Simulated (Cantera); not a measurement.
An isothermal, constant-pressure homogeneous reactor starts with NO : N₂ = 1 : 0.033 (molar parts), at 1675 K and 20.0 Torr.

Cantera simulation using GRI-Mech 3.0 (53 species, 325 reactions); the numbers are that mechanism's predictions, not measurements. Radical loss at walls, strong at low pressure, is not modelled.

Predict: x(NO) at 30.0 s; x(O) at 30.0 s; x(N₂) at 30.0 s; x(N₂O) at 30.0 s; x(O₂) at 30.0 s.


```
Item                                                 Value
----------------  ----------------------------------------
x(NO) at 30.0 s      0.864 (gas-phase equilibrium 0.00324)
x(O) at 30.0 s    5.75e-5 (gas-phase equilibrium 0.000146)
x(N₂) at 30.0 s       0.0839 (gas-phase equilibrium 0.514)
x(N₂O) at 30.0 s  0.000236 (gas-phase equilibrium 2.51e-8)
x(O₂) at 30.0 s       0.0519 (gas-phase equilibrium 0.482)
```
